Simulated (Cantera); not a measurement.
A freely propagating, adiabatic, planar premixed flame of H2 : O2 : N2 = 1 : 0.263 : 0.842 (molar parts), equivalence ratio 1.9, unburnt at 625 K and 1130 Torr; mixture-averaged transport, grid criteria slope 0.08 and curve 0.16, no radiation.

Computed with Cantera and the H2/O2 subset of GRI-Mech 3.0, which has no nitrogen chemistry. Burning velocities carry a grid error of a few per cent, more on coarse grids.

Question: How do the results move with these cheaper or finer settings: unity-Lewis-number transport; multicomponent transport; multicomponent+Soret transport; grid criteria slope 0.5, curve 1; grid criteria slope 0.25, curve 0.5; grid criteria slope 0.03, curve 0.06?

Answer: 
| setting | laminar burning velocity | thermal thickness | peak x(OH) | peak x(H2O2) | grid points |
|---|---|---|---|---|---|
| as above | 1120 cm/s | 0.266 mm | 0.00817 | 1.17e-5 | 138 |
| unity-Lewis-number transport | 696 cm/s | 0.231 mm | 0.00813 | 6.55e-6 | 123 |
| multicomponent transport | 1090 cm/s | 0.267 mm | 0.00814 | 1.15e-5 | 138 |
| multicomponent+Soret transport | 1050 cm/s | 0.262 mm | 0.00816 | 1.21e-5 | 139 |
| grid criteria slope 0.5, curve 1 | 1310 cm/s | 0.373 mm | 0.00877 | 8.94e-6 | 46 |
| grid criteria slope 0.25, curve 0.5 | 1180 cm/s | 0.301 mm | 0.00863 | 1.05e-5 | 71 |
| grid criteria slope 0.03, curve 0.06 | 1100 cm/s | 0.257 mm | 0.00801 | 1.22e-5 | 297 |
Unity Lewis numbers drop preferential diffusion, which matters most where H2 and H carry the flame; Soret adds thermal diffusion.
